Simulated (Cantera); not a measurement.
**Thermodynamics of metals in furnace atmospheres, feed Pb + H2S + N2**

A closed system holds: 1 mol Pb, 0.0092 mol H2S, a varied amount of N2, at 790 Pa.

These are equilibrium values from Cantera (NASA tables, ideal gas, pure condensed phases), not measurements of a reactor. Candidate condensed phases: Pb, PbS, S; 18 gas species. Kinetics and transport are ignored.

Map the stable condensed phases over T = 773, 873, 973, 1073, 1173, 1273, 1373, 1473, 1573, 1673, 1773, 1873, 1973, 2073 K and n(N2) in mol = 19, 30, 40, 51, 61, 72, 83, 93, 100, 110, 120, 140, 150.


```
T in K \ n(N2) in mol
          19  30  40  51  61  72  83  93 100 110 120 140 150
   2073    A   A   A   A   A   A   A   A   A   A   A   A   A
   1973    A   A   A   A   A   A   A   A   A   A   A   A   A
   1873    A   A   A   A   A   A   A   A   A   A   A   A   A
   1773    A   A   A   A   A   A   A   A   A   A   A   A   A
   1673    A   A   A   A   A   A   A   A   A   A   A   A   A
   1573    A   A   A   A   A   A   A   A   A   A   A   A   A
   1473    A   A   A   A   A   A   A   A   A   A   A   A   A
   1373    A   A   A   A   A   A   A   A   A   A   A   A   A
   1273    A   A   A   A   A   A   A   A   A   A   A   A   A
   1173    A   A   A   A   A   A   A   A   A   A   A   A   A
   1073    B   B   B   B   B   B   B   B   B   A   A   A   A
    973    B   B   B   B   B   B   B   B   B   B   B   B   B
    873    C   C   B   B   B   B   B   B   B   B   B   B   B
    773    C   C   C   C   C   C   C   C   C   C   C   C   C
```
A: gas only; B: Pb; C: Pb + PbS.
